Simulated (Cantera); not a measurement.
Charge: 1 mol Si, 15 mol HCl, 0.26 mol N₂, held at 1648 K and 8.30 Pa.

Cantera equilibrium calculation (NASA polynomials, part measured and part estimated; ideal gas, pure solids and liquids). Candidate condensed phases: NH₄Cl, Si, Si₃N₄; 28 gas species. The tables' values for SiCl₃, SiCl are old estimates; treat these amounts as uncertain. Equilibrium is a limit: real reactors are often held back by kinetics, nucleation or transport.

Base state: HCl 0.817, H₂ 0.0758, SiCl₂ 0.0628, Cl 0.0228, N₂ 0.0168, H 0.00269, SiCl₃ 0.00178, SiCl₄ 0.000112 (mole fractions); condensed: gas only.

### Question
What changes in the equilibrium state with this change: temperature from 1648 K to 750 K?

### Answer
| species | before | after |
|---|---|---|
| HCl | 0.817 | 0.771 |
| H₂ | 0.0758 | 0.140 |
| SiCl₄ | 0.000112 | 0.0701 |
| SiCl₂ | 0.0628 | <1e-9 |
| Cl | 0.0228 | <1e-9 |
| N₂ | 0.0168 | 0.0182 |
| H | 0.00269 | <1e-9 |
| SiCl | 3.90e-5 | <1e-9 |

### Question
What changes in the equilibrium state with this change: temperature from 1648 K to 1248.15 K?

### Answer
```tsv
species	before	after
HCl	0.817	0.810
H₂	0.0758	0.104
SiCl₄	0.000112	0.0310
SiCl₂	0.0628	0.0262
Cl	0.0228	0.000110
SiCl₃	0.00178	0.0106
N₂	0.0168	0.0177
SiCl	3.90e-5	3.41e-8
H	0.00269	1.66e-5
SiHCl₃	1.73e-6	0.000141
```
The tables' values for SiCl₃ are old estimates; treat these amounts as uncertain.
